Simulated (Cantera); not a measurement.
A perfectly stirred reactor is fed with CH4 : CO : O2 : N2 = 1 : 0.75 : 3.83 : 14.4 (molar parts), equivalence ratio 0.62, at 3750 Torr; it is adiabatic with a 398 K inlet, and is followed from long to short residence time, starting on the burning branch (τ in s: 0.21, 0.058, 0.017, 0.0047, 0.0013, 0.00037, 0.0001, 3e-05, 8.4e-06).

Detailed kinetics in Cantera: GRI-Mech 3.0 (53 species, 325 reactions).

Q: What does this change do: 1.9 parts CO2 added?

A: 
| quantity | before | after |
|---|---|---|
| blow-out, bracketed by the residence times tried | burning at 0.370 ms, out at 0.100 ms | burning at 1.30 ms, out at 0.370 ms |
| x(CH4) at τ = 0.210 s | 2.30e-6 | 5.17e-6 |
| x(CO) at τ = 0.210 s | 0.000115 | 0.000162 |
| x(O2) at τ = 0.210 s | 0.0741 | 0.0677 |
| x(H) at τ = 0.210 s | 1.31e-6 | 5.50e-7 |
| x(HO2) at τ = 0.210 s | 1.15e-6 | 1.00e-6 |
| x(CH4) at τ = 1.30 ms | 8.84e-5 | 0.000199 |
| x(CO) at τ = 1.30 ms | 0.00343 | 0.00606 |
| x(O2) at τ = 1.30 ms | 0.0755 | 0.0708 |
| x(H) at τ = 1.30 ms | 7.33e-5 | 5.12e-5 |
| x(HO2) at τ = 1.30 ms | 1.40e-5 | 2.88e-5 |
